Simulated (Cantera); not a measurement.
An adiabatic, constant-pressure homogeneous reactor starts with H2 : O2 : N2 : NO = 1 : 0.806 : 3.03 : 0.0055 (molar parts), at 1750 K and 0.490 bar.

Model: GRI-Mech 3.0 (53 species, 325 reactions), integrated in Cantera.

x: mole fraction; the columns are a selection and need not sum to one.

```csv
t (s),T (K),x H2,x O2,x NO,x H2O2,x O,x OH
3.00e-6,1750,0.207,0.166,0.00114,[?],3.09e-6,3.50e-6
1.26e-5,1772,0.127,0.129,0.00114,[?],0.0114,0.0109
5.27e-5,2052,0.0313,0.0693,0.00119,[?],0.0368,0.0276
0.000221,2469,0.0250,0.0650,0.00144,[?],0.0242,0.0344
0.000924,2722,0.0172,0.0627,0.00406,3.46e-7,0.0146,0.0332
0.00387,2719,0.0172,0.0594,0.0120,3.41e-7,0.0137,0.0322
0.0162,2716,0.0172,0.0578,0.0158,3.35e-7,0.0133,0.0317
0.0680,2716,0.0172,0.0578,0.0158,3.35e-7,0.0133,0.0317
0.285,2716,0.0172,0.0578,0.0158,3.35e-7,0.0133,0.0317
1.19,2716,0.0172,0.0578,0.0158,3.35e-7,0.0133,0.0317
5.00,2716,0.0172,0.0578,0.0158,3.35e-7,0.0133,0.0317
```

Q: Some entries are withheld; supply them.

A: 
- 3.00e-6, x H2O2: 6.43e-8
- 1.26e-5, x H2O2: 3.32e-7
- 5.27e-5, x H2O2: 2.76e-7
- 0.000221, x H2O2: 1.46e-7
